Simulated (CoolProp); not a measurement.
Saturation properties of R1132(E).

Values from CoolProp's reference Helmholtz-energy equation of state, Akasaka 2024.

```
T (K)  p (MPa)  liquid density (kg/m³)  vapour density (kg/m³)  enthalpy of vaporisation (kJ/kg)  liquid cp (kJ/(kg K))
-----  -------  ----------------------  ----------------------  --------------------------------  ---------------------
277.3   0.9267                   989.2                   30.50                             245.7                  1.766
281.1    1.037                   977.0                   34.20                             240.5                  1.787
284.8    1.154                   964.6                   38.15                             235.3                  1.810
288.5    1.280                   951.9                   42.49                             229.9                  1.835
292.3    1.420                   938.4                   47.39                             224.1                  1.865
296      1.567                   924.7                   52.65                             218.2                  1.898
299.8    1.729                   910.1                   58.60                             211.8                  1.937
303.5    1.899                   895.2                   65.00                             205.3                  1.981
```
